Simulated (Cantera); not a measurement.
Equilibrium for aluminium nitride and oxide growth: AlCl₃ + N₂O + N₂

Feed: 1 mol AlCl₃, 7.6 mol N₂O, 8.4 mol N₂, equilibrated at 1925 K.

Method: chemical equilibrium by Gibbs-energy minimisation in Cantera with the NASA 1993 tables (ideal gas, pure condensed phases). Candidate condensed phases: Al, AlCl₃, AlN, Al₂O₃; 24 gas species. Kinetics and transport are ignored.

```
P (Pa)   x N₂   x O₂    x Cl     x Cl₂       x O     x NO     x ClO   x AlCl₃  n Al₂O₃(s)
------  -----  -----  ------  --------  --------  -------  --------  --------  ----------
10      0.719  0.129   0.135   6.08e-6    0.0132  0.00462   7.75e-6   2.01e-8       0.500
32      0.721  0.132   0.135   1.96e-5   0.00747  0.00468   1.41e-5   8.50e-8       0.500
100     0.722  0.134   0.136   6.13e-5   0.00425  0.00472   2.51e-5   3.51e-7       0.500
320     0.723  0.135   0.135  0.000196   0.00239  0.00474   4.50e-5   1.49e-6       0.500
1000    0.723  0.135   0.135  0.000605   0.00135  0.00475   7.93e-5   6.06e-6       0.500
3200    0.724  0.136   0.132   0.00187  0.000758  0.00476  0.000140   2.45e-5       0.500
10000   0.727  0.136   0.126   0.00527  0.000430  0.00479  0.000235   8.70e-5       0.499
32000   0.733  0.138   0.111    0.0131  0.000241  0.00483  0.000371  0.000252       0.497
100000  0.742  0.140  0.0871    0.0253  0.000137  0.00489  0.000520  0.000505       0.495
```
x: gas mole fraction; n: condensed amount in mol.

From 10.0 Pa to 1.00 bar the condensed part is Al₂O₃(s). The main Al-bearing gas is AlOCl at 10.0 Pa and AlCl₃ at 1.00 bar.
